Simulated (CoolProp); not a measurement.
Vapour pressure (MPa) of propylene: the reference equation beside estimates from Tc = 364.2 K, pc = 4.555 MPa, ω = 0.146. Clausius-Clapeyron is anchored at 197.1 K with a constant enthalpy of vaporisation of 19.72 kJ/mol.

Model: reference Helmholtz-energy equation of state, Lemmon 2013, in CoolProp.

```
T (K)  reference  Clausius-Clapeyron  van der Waals  Redlich-Kwong  Soave-Redlich-Kwong  Peng-Robinson
-----  ---------  ------------------  -------------  -------------  -------------------  -------------
171.5   0.003491            0.003720        0.08335       0.004300             0.003425       0.003759
177.9   0.005890            0.006119         0.1079       0.007396             0.005777       0.006252
184.3   0.009532            0.009722         0.1372        0.01213             0.009352       0.009998
190.7    0.01487             0.01497         0.1719        0.01907              0.01460        0.01544
197.1    0.02243             0.02243         0.2123        0.02889              0.02205        0.02310
203.5          ?             0.03275         0.2590        0.04236              0.03234        0.03359
209.9    0.04685             0.04672         0.3124        0.06032              0.04621        0.04764
216.3    0.06525             0.06527         0.3729        0.08369              0.06446        0.06602
222.7    0.08892             0.08945         0.4410         0.1135              0.08802        0.08963
229.1          ?              0.1205         0.5170         0.1506               0.1179         0.1194
235.5     0.1561              0.1596         0.6014         0.1963               0.1551         0.1564
241.9     0.2016              0.2083         0.6946         0.2515               0.2008         0.2017
248.3     0.2568              0.2682         0.7969         0.3174               0.2562         0.2565
254.7     0.3226              0.3410         0.9086              ?               0.3225         0.3220
261.1          ?              0.4285          1.030         0.4855               0.4011         0.3995
```

Q: Fill in the missing entries.

A: 
- 203.5, reference: 0.03285
- 229.1, reference: 0.1188
- 254.7, Redlich-Kwong: 0.3950
- 261.1, reference: 0.4005

Absolute difference from the reference over all 15 rows, mean and median: Clausius-Clapeyron 2.6 and 2.0 %, van der Waals 719.9 and 471.5 %, Redlich-Kwong 26.1 and 26.8 %, Soave-Redlich-Kwong 1.1 and 1.2 %, Peng-Robinson 2.2 and 1.2 %.
